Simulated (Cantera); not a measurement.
What does this Cantera script print?

```python
import numpy as np
import cantera as ct

gas_names = [...]  # 123 gases of nasa_gas.yaml made of C, H, O, Si
cond_names = """
    C(gr) C6H6(L) C7H8(L) C8H18(L),n-octa H2O(s) H2O(L) Si(cr) Si(L) SiC(b) SiO2(Lqz) SiO2(hqz) SiO2(L)
""".split()


# ... load() reads the species with a 1 bar reference pressure and builds the phases ...
atoms = {
    'SiC': {'Si': 1, 'C': 1},
    'CO2': {'C': 1, 'O': 2},
    'H2': {'H': 2},
}
top_T = {'C(gr)': 4500, 'SiC(b)': 3050}  # K; cautious upper limits of use, not melting points


# ... equilibrate(T, P, feed) seeds the gas with the atoms and calls Mixture.equilibrate('TP', solver="vcs", rtol=1e-11, max_steps=5000) ...
results = []
feed = {'SiC': 1, 'CO2': 0.77, 'H2': 52}  # mol
P = 170000  # Pa
for T in [1173, 1273, 1373, 1473, 1573, 1673, 1773, 1873, 1973, 2073, 2173]:
    mix = equilibrate(T, P, feed)
    results.append((T, P, feed, dict(zip(mix.species_names, mix.species_moles))))

top = {s: max(r[3][s] / sum(r[3][g] for g in gas_names) for r in results) for s in gas_names}
cols = sorted((s for s in top if top[s] > 1e-06), key=lambda s: -top[s])[:8]
seen = [c for c in cond_names if any(r[3].get(c, 0) > 1e-12 for r in results)]
print("log10 of partial pressures in bar; condensed amounts in mol")
print(f"{'T/K':>10s}" + "".join(f"{s[:9]:>10s}" for s in cols + seen))
for T, P, feed, n in results:
    ng = sum(n[g] for g in gas_names)
    print(f"{T:10.4g}" + "".join(f"{np.log10(max(n[s] / ng * P / 1e5, 1e-99)):10.3f}" for s in cols)
          + "".join(f"{n.get(c, 0):10.4g}" for c in seen))
```

It prints:

```
log10 of partial pressures in bar; condensed amounts in mol
       T/K        H2       CH4        CO       SiO         H      SiH2       H2O C2H2,acet     C(gr)    SiC(b) SiO2(hqz)
      1173     0.217    -1.285    -4.579    -8.035    -6.820   -10.788    -5.804    -7.013         0    0.2304    0.7696
      1273     0.224    -1.580    -3.511    -6.707    -6.035    -9.690    -5.212    -6.206    0.7332    0.2347    0.7653
      1373     0.226    -1.846    -2.612    -5.572    -5.364    -8.748    -4.715    -5.536    0.9944    0.2674    0.7325
      1473     0.225    -2.083    -1.837    -4.595    -4.786    -7.938    -4.292    -4.962    0.6152    0.4536    0.5456
      1573     0.222    -2.523    -1.508    -3.631    -4.280    -7.004    -4.040    -4.922         0    0.7104    0.2823
      1673     0.221    -3.079    -1.482    -2.698    -3.833    -6.006    -3.906    -5.234         0    0.7149    0.2224
      1773     0.218    -3.548    -1.438    -1.911    -3.437    -5.154    -3.798    -5.454         0    0.6128         0
      1873     0.217    -3.628    -1.438    -1.910    -3.081    -4.723    -4.068    -4.983         0    0.6119         0
      1973     0.217    -3.699    -1.437    -1.910    -2.761    -4.337    -4.311    -4.562         0    0.6106         0
      2073     0.217    -3.763    -1.437    -1.911    -2.472    -3.988    -4.530    -4.181         0    0.6077         0
      2173     0.216    -3.820    -1.437    -1.914    -2.208    -3.674    -4.729    -3.834         0    0.6008         0
```

Method: chemical equilibrium by Gibbs-energy minimisation in Cantera with the NASA 1993 tables (ideal gas, pure condensed phases). Mutual solubility and eutectic melting of coexisting phases are not modelled. The tables hold silica as quartz up to 1696 K and as liquid above; real silica turns to tridymite and cristobalite and melts near 1996 K. Gases not in the tables: Si2H6 and higher silanes.
